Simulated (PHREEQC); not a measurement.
Consider water at 25 °C with 3.1 mmol/kgw HF, 0.031 mmol/kgw (CH3)4NF and 11 mmol/kgw (NH4)2SiF6. Closed to the air; pH follows from the charge balance.

Equilibrium calculation in PHREEQC: ion-association model, phreeqc.dat.

Precipitation was switched off in this run.

Problem. Predict the pH.

Solution. pH 2.93.

Problem. In which forms is F present?

Solution. SiF6-2 94 %, HF 3.7 %, F- 2.5 % of the F.

Saturation is exceeded, for instance for Quartz (slow to form); the values hold only as long as no solid forms. (CH3)4N+ isn't in the database: it is added as a free cation with an ion size of 4 Å. SiF6-2 is the database's only silicon fluoride.
